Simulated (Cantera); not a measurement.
A perfectly stirred reactor is fed with C2H6 : N2 = 1 : 73 (molar parts), at 1.00 bar; it is held at 1850 K, and followed from long to short residence time.

Detailed kinetics in Cantera: GRI-Mech 3.0 (53 species, 325 reactions). GRI-Mech 3.0 stops at C3 and has no aromatics, soot or wall deposition, so with more carbon than oxygen in the feed, carbon stays in small species such as C2H2 where larger ones or solid carbon would form.

Predict: x(C2H6) at τ = 30.0 s; x(CH3) at τ = 30.0 s; x(H) at τ = 30.0 s; x(H2) at τ = 30.0 s; x(CH4) at τ = 30.0 s; x(C2H6) at τ = 54.0 ms; x(CH3) at τ = 54.0 ms; x(H) at τ = 54.0 ms; x(H2) at τ = 54.0 ms; x(CH4) at τ = 54.0 ms.


* **x(C2H6) at τ = 30.0 s**: 1.02e-8
* **x(CH3) at τ = 30.0 s**: 6.93e-6
* **x(H) at τ = 30.0 s**: 8.86e-5
* **x(H2) at τ = 30.0 s**: 0.0261
* **x(CH4) at τ = 30.0 s**: 0.000102
* **x(C2H6) at τ = 54.0 ms**: 4.94e-6
* **x(CH3) at τ = 54.0 ms**: 0.000148
* **x(H) at τ = 54.0 ms**: 0.000119
* **x(H2) at τ = 54.0 ms**: 0.0238
* **x(CH4) at τ = 54.0 ms**: 0.00150
